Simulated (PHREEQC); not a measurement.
# Acid mine or pickling water: speciation

A made-up water analysis in mg/kgw, 25 °C, pH 3.64, pe 10.4: Na 80.8; K 0.236; Ca 47; Mg 13.8; Cl 57; S(6) as SO4 282; Li 0.337.

Valence states are taken as typed.

Equilibrium calculation in PHREEQC: ion-association model, phreeqc.dat.

This is a speciation only: nothing precipitates in the calculation.

Predict the ionic strength, specific conductance, charge-balance error.

ionic strength 0.0107 mol/kgw; specific conductance 858 µS/cm; charge-balance error -1.0 %.

In which forms is Mg present?

Mg+2 79 %, MgSO4 21 % of the Mg.
